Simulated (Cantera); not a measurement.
## Equilibrium for boron, boron nitride and boron oxide: B + H2O

A closed system holds: 1 mol B, a varied amount of H2O, held at 0.100 bar.

These are equilibrium values from Cantera (NASA tables, ideal gas, pure condensed phases), not measurements of a reactor. Candidate condensed phases: B, B2O3, B3O3H3, H2O; 23 gas species. Mutual solubility and eutectic melting of coexisting phases are not modelled. Gases not in the tables: H3BO3. The numbers say what is thermodynamically allowed, not how fast it happens.

**Question.** Map the stable condensed phases over T = 525, 625, 725, 825, 925, 1025, 1125, 1225, 1325, 1425, 1525, 1625, 1725 °C and n(H2O) in mol = 1.4, 3.1, 4.7, 6.4, 8.1, 9.8, 11, 13, 15, 16.

**Answer.** 
```
T in °C \ n(H2O) in mol
         1.4 3.1 4.7 6.4 8.1 9.8  11  13  15  16
   1725    A   A   A   A   A   A   A   A   A   A
   1625    B   A   A   A   A   A   A   A   A   A
   1525    B   A   A   A   A   A   A   A   A   A
   1425    C   B   A   A   A   A   A   A   A   A
   1325    C   B   B   B   A   A   A   A   A   A
   1225    C   B   B   B   B   B   B   B   A   A
   1125    C   B   B   B   B   B   B   B   B   B
   1025    C   B   B   B   B   B   B   B   B   B
    925    C   B   B   B   B   B   B   B   B   B
    825    C   B   B   B   B   B   B   B   B   B
    725    C   B   B   B   B   B   B   B   B   B
    625    C   B   B   B   B   B   B   B   B   B
    525    C   B   B   B   B   B   B   B   A   A
```
A: gas only; B: B2O3; C: B + B2O3.
